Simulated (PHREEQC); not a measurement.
A column of 0.1 m (40 cells, dispersivity 0.0035 m, 3600 s a shift, diffusion coefficient 3e-10 m²/s) holds 0.0011 eq of the database's cation exchanger X per kg of pore water, first in equilibrium with 0.0019 mol/kgw KBr and 1e-05 mol/kgw HCl. It is flushed with 0.00062 mol/kgw MgSO4 and 1e-05 mol/kgw HCl, at 15 °C. Values are for the last cell. CO2 from the air is kept out. No solid was allowed to form.

The series has 33 steps of pore volumes, from 0 to 4.013.

Model: ion-association model, phreeqc.dat, run in PHREEQC.

Task: After how many pore volumes does Mg at the outlet first reach half of its feed value?

Result: By 1.9 pore volumes.

Task: After how many pore volumes does S at the outlet first reach half of its feed value?

Result: By 1.0 pore volumes.
